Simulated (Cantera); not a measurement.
Cantera run, input and output.

```python
import numpy as np
import cantera as ct

gas = ct.Solution("gri30.yaml")


def delay(T, t_max=10):
    gas.TPX = T, 101325, {'CH4': 1, 'H2': 0.58, 'O2': 1.35, 'N2': 6.87, 'CO2': 0.39}
    reactor = ct.IdealGasConstPressureReactor(gas, clone=False)
    net = ct.ReactorNet([reactor])
    net.rtol, net.atol = 1e-8, 1e-16
    while net.time < t_max:
        t_old, T_old = net.time, reactor.T
        net.step()
        if reactor.T > T + 400:  # ignition: a rise of 400 K
            return t_old + (T + 400 - T_old) / (reactor.T - T_old) * (net.time - t_old)
    return np.nan


taus = []
for T in [1248, 1298, 1348, 1398, 1448, 1498, 1548, 1598]:
    taus.append(delay(T))
    print(f"T0 = {T:6g} K   tau = {taus[-1]:.4e} s")
```

Result:

```
T0 =   1248 K   tau = 2.6047e-03 s
T0 =   1298 K   tau = 1.7024e-03 s
T0 =   1348 K   tau = 1.1317e-03 s
T0 =   1398 K   tau = 7.6692e-04 s
T0 =   1448 K   tau = 5.3083e-04 s
T0 =   1498 K   tau = 3.7573e-04 s
T0 =   1548 K   tau = 2.7197e-04 s
T0 =   1598 K   tau = 2.0109e-04 s
```

Model: GRI-Mech 3.0 (53 species, 325 reactions), integrated in Cantera.
